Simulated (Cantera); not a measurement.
A closed system holds: 1 mol MgO, 1.2 mol HBr, 1.1 mol H2, held at 1875 K and 6.80 mbar.

Equilibrium computed with Cantera from the NASA thermochemical tables; the gas is ideal and each condensed phase is pure. Kinetics and transport are ignored.

```
species       before     after
-----------  -------  --------
HBr            0.216     0.489
H2             0.488     0.478
H2O            0.105    0.0163
MgBr2         0.0983    0.0163
Br            0.0791  0.000174
Mg           0.00153     <1e-9
MgBr         0.00565   1.75e-8
OH           9.35e-5     <1e-9
H            0.00556   2.17e-7
MgOH         1.56e-5     <1e-9
Br2          1.92e-5   7.35e-7
MgO(s), mol    0.745     0.962
```
Gas species are given as mole fractions.

Q: Which change was made?
A) temperature from 1875 K to 1850 K
B) temperature from 1875 K to 1100 K
C) pressure from 6.80 mbar to 16.0 mbar
D) temperature from 1875 K to 1898.15 K

A: B, temperature from 1875 K to 1100 K
